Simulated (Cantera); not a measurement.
Cantera run, input and output.

```python
import numpy as np
import cantera as ct

gas = ct.Solution("gri30.yaml")
gas.TPX = 1125, 100000, {'H2': 1.5, 'O2': 1.8, 'N2': 4.5}
reactor = ct.IdealGasConstPressureReactor(gas, energy="off", clone=False)
net = ct.ReactorNet([reactor])
net.rtol, net.atol = 1e-08, 1e-18
show = ['H2', 'O2', 'H2O2', 'H', 'NO']
times = np.geomspace(0.0001, 10, 14)

steps = ct.SolutionArray(gas, extra=["t"])
rows = []
print(f"{'t/s':>10s}{'T/K':>9s}{'P/Pa':>11s}" + "".join(f"{s:>11s}" for s in show))
for t in times:
    while net.time < t:
        t_next = net.step()
        steps.append(gas.state, t=t_next)
    rows.append([np.interp(t, steps.t, y) for y in (steps.T, steps.P, *steps(*show).X.T)])
    print(f"{t:10.3e}{rows[-1][0]:9.1f}{rows[-1][1]:11.4g}" + "".join(f"{x:11.3e}" for x in rows[-1][2:]))
rate = np.gradient(steps.T, steps.t)
print("integrator steps:", len(steps.t))
if steps.T.max() > steps.T[0] + 200:
    print(f"time of steepest temperature rise: {steps.t[rate.argmax()]:.4e} s")
gas.TPX = 1125, 100000, {'H2': 1.5, 'O2': 1.8, 'N2': 4.5}
gas.equilibrate("TP")
print(f"equilibrium (TP): T = {gas.T:.1f} K  " + "  ".join(f"{s} {gas[s].X[0]:.3e}" for s in show))
```

Output:

```
       t/s      T/K       P/Pa         H2         O2       H2O2          H         NO
 1.000e-04   1125.0      1e+05  1.475e-02  1.543e-01  2.186e-05  1.027e-03  1.374e-06
 2.424e-04   1125.0      1e+05  4.985e-03  1.509e-01  1.782e-05  3.330e-05  1.329e-06
 5.878e-04   1125.0      1e+05  3.042e-03  1.502e-01  2.093e-05  5.158e-06  1.161e-06
 1.425e-03   1125.0      1e+05  1.961e-03  1.497e-01  1.582e-05  1.785e-06  9.696e-07
 3.455e-03   1125.0      1e+05  1.008e-03  1.493e-01  6.805e-06  6.052e-07  8.045e-07
 8.377e-03   1125.0      1e+05  3.853e-04  1.491e-01  1.608e-06  1.312e-07  6.097e-07
 2.031e-02   1125.0      1e+05  1.167e-04  1.490e-01  2.201e-07  1.983e-08  4.533e-07
 4.924e-02   1125.0      1e+05  2.825e-05  1.489e-01  2.140e-08  2.565e-09  4.228e-07
 1.194e-01   1125.0      1e+05  3.942e-06  1.489e-01  1.992e-09  2.415e-10  6.084e-07
 2.894e-01   1125.0      1e+05  1.500e-07  1.489e-01  5.053e-10  9.146e-12  1.016e-06
 7.017e-01   1125.0      1e+05  2.080e-09  1.489e-01  5.155e-10  1.591e-12  1.308e-06
 1.701e+00   1125.0      1e+05  1.347e-09  1.489e-01  8.963e-10  1.586e-12  1.373e-06
 4.125e+00   1125.0      1e+05  1.338e-09  1.489e-01  9.670e-10  1.640e-12  1.376e-06
 1.000e+01   1125.0      1e+05  1.338e-09  1.489e-01  9.645e-10  1.638e-12  1.376e-06
integrator steps: 1748
equilibrium (TP): T = 1125.0 K  H2 1.338e-09  O2 1.489e-01  H2O2 9.618e-10  H 1.636e-12  NO 8.089e-05
```

Cantera simulation using GRI-Mech 3.0 (53 species, 325 reactions); the numbers are that mechanism's predictions, not measurements. The temperature is held fixed by assumption; the heat of reaction is taken as removed at once.
